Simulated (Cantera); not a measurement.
A closed system holds: 1 mol CH3SiH3, 0.034 mol CH4, 65 mol H2, equilibrated at 1473 K and 240 Pa.

Method: chemical equilibrium by Gibbs-energy minimisation in Cantera with the NASA 1993 tables (ideal gas, pure condensed phases). Candidate condensed phases: C, C6H6, C7H8, C8H18, Si, SiC; 87 gas species. The feed counts by its element totals alone. Kinetics and transport are ignored.

Base state: H2 1.000, H 0.000258 (mole fractions); condensed: C(graphite) + SiC(s).

Question: What changes in the equilibrium state with this change: CH3SiH3 replaced by Si(CH3)4?

Answer: 
| species | before | after |
|---|---|---|
| H2 | 1.000 | 1.000 |
| H | 0.000258 | 0.000258 |
| C(graphite), mol | 0.0326 | 3.03 |
| SiC(s), mol | 1.000 | 1.000 |
